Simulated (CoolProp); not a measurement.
Vapour-liquid equilibrium of hydrogen sulfide (1) + n-pentane (2) at -9.15 °C; x and y are mole fractions of (1).

Model: multi-fluid Helmholtz-energy mixture model, Lemmon 2006 and Thol 2019; pair parameters Kunz 2012, in CoolProp.

```tsv
x	bubble pressure, mixture model (MPa)	bubble pressure, Raoult's law (MPa)	y, mixture model	y, Raoult's law
0.05	0.06893	0.05414	0.777	0.722
0.15	0.1939	0.1307	0.926	0.897
0.25	0.3175	0.2073	0.958	0.943
0.35	0.4184	0.2839	0.970	0.964
0.45	0.4913	0.3604	0.976	0.976
0.55	0.5429	0.4370	0.980	0.984
0.65	0.5843	0.5136	0.983	0.989
0.75	0.6262	0.5902	0.986	0.993
0.85	0.6772	0.6667	0.990	0.996
0.95	0.7428	0.7433	0.996	0.999
```

The largest gap from Raoult's law is +53.2 % in bubble pressure, at x = 0.25. No azeotrope shows between x = 0.05 and 0.95.

The pair parameters rest on a limited set of measurements; away from them the model extrapolates. With so large a gap from Raoult's law the liquid may split in two, which this calculation doesn't test in full.
